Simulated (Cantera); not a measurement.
A freely propagating, adiabatic, planar premixed flame of H₂ : O₂ : N₂ = 1 : 0.562 : 2.11 (molar parts), equivalence ratio 0.89, unburnt at 575 K and 0.740 bar; mixture-averaged transport, grid criteria slope 0.08 and curve 0.16, no radiation.

Model: the H2/O2 subset of GRI-Mech 3.0, which has no nitrogen chemistry, integrated in Cantera. Burning velocities carry a grid error of a few per cent, more on coarse grids.

Question: Predict: laminar burning velocity; thermal thickness; peak x(H₂O₂); peak x(HO₂); peak x(OH).

Answer: 
```json
{
 "laminar_burning_velocity": "620 cm/s",
 "thermal_thickness": "0.677 mm",
 "peak x(H₂O₂)": "1.40e-5",
 "peak x(HO₂)": "0.000251",
 "peak x(OH)": "0.0185"
}
```
